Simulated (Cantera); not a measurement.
**SiH4 + Cl2 + H2 (silicon epitaxy and polysilicon growth)**

Feed: 1 mol SiH4, 0.0092 mol Cl2, 63 mol H2, held at 925 K and 0.133 bar.

These are equilibrium values from Cantera (NASA tables, ideal gas, pure condensed phases), not measurements of a reactor. Candidate condensed phases: Si; 19 gas species. Kinetics and transport are ignored.

```yaml
x(H2): 1.000
x(HCl): 0.000278
n(Si(s)): 1.000 mol
gas_amount: 65.01 mol
```
